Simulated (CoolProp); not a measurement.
A single-stage vapour-compression cycle with R507A: evaporating at 260.15 K (dew point), condensing at 330.15 K (bubble point), superheat 8 K, subcooling 8 K, compressor efficiency 0.9, no pressure losses. Each further row changes one setting.

Values from CoolProp's reference Helmholtz-energy equation of state, Lemmon 2003. It is a pseudo-pure fit of the blend.

```
case                              cooling COP  pressure ratio  discharge temperature (K)  refrigerating effect (kJ/kg)  volumetric capacity (kJ/m³)
--------------------------------  -----------  --------------  -------------------------  ----------------------------  ---------------------------
as stated                                2.04            6.82                      348.1                          88.1                         1770
evaporating temperature 265.15 K            …            5.74                          …                             …                            …
condensing temperature 325.15 K             …            6.10                      342.4                          96.6                         1940
subcooling 13 K                          2.24            6.82                      348.1                          97.0                         1950
superheat 18 K                              …            6.82                      356.8                          97.3                            …
compressor efficiency 0.8                1.81            6.82                      351.9                          88.1                         1770
```

Task: Some entries are withheld; supply them.

Result: 
- evaporating temperature 265.15 K, cooling COP: 2.32
- evaporating temperature 265.15 K, discharge temperature (K): 347.2
- evaporating temperature 265.15 K, refrigerating effect (kJ/kg): 91.0
- evaporating temperature 265.15 K, volumetric capacity (kJ/m³): 2160
- condensing temperature 325.15 K, cooling COP: 2.36
- superheat 18 K, cooling COP: 2.11
- superheat 18 K, volumetric capacity (kJ/m³): 1850
